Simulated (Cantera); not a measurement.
Charge: 1 mol BaF₂, 0.032 mol HF, 1 mol N₂, equilibrated at 2175 K and 0.100 bar.

Equilibrium computed with Cantera from the NASA thermochemical tables; the gas is ideal and each condensed phase is pure. Candidate condensed phases: Ba, BaF₂; 24 gas species. Kinetics and transport are ignored.

Base state: N₂ 0.492, BaF₂ 0.492, HF 0.0157, F 0.000244, BaF 0.000230, H 1.22e-5 (mole fractions); condensed: gas only.

Question: What changes in the equilibrium state with this change: temperature from 2175 K to 1925 K?

Answer: 
```json
[
 {"species": "N₂", "before": "0.492", "after": "0.865"},
 {"species": "BaF₂", "before": "0.492", "after": "0.107"},
 {"species": "HF", "before": "0.0157", "after": "0.0277"},
 {"species": "BaF", "before": "0.000230", "after": "1.13e-5"},
 {"species": "F", "before": "0.000244", "after": "1.89e-5"},
 {"species": "BaF₂(l), mol", "before": "0", "after": "0.876"}
]
```

Question: What changes in the equilibrium state with this change: temperature from 2175 K to 850 K?

Answer: 
```
species         before   after
------------  --------  ------
N₂               0.492   0.969
HF              0.0157  0.0310
BaF₂             0.492   <1e-9
F             0.000244   <1e-9
BaF           0.000230   <1e-9
H              1.22e-5   <1e-9
BaF₂(s), mol         0    1.00
```
